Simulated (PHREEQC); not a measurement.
Dissolve 9.8 mmol/kgw H2SO4 and 120 mmol/kgw KCl at 35 °C. Closed to the air; pH follows from the charge balance.

Model: ion-association model, phreeqc.dat, run in PHREEQC.

The ionic strength comes out as 0.140 mol/kgw. What activity coefficients do Cl-, HSO4-, KSO4-, K+, SO4-2 get?

Cl- 0.74, HSO4- 0.76, KSO4- 0.77, K+ 0.74, SO4-2 0.33.

No solid was allowed to form.
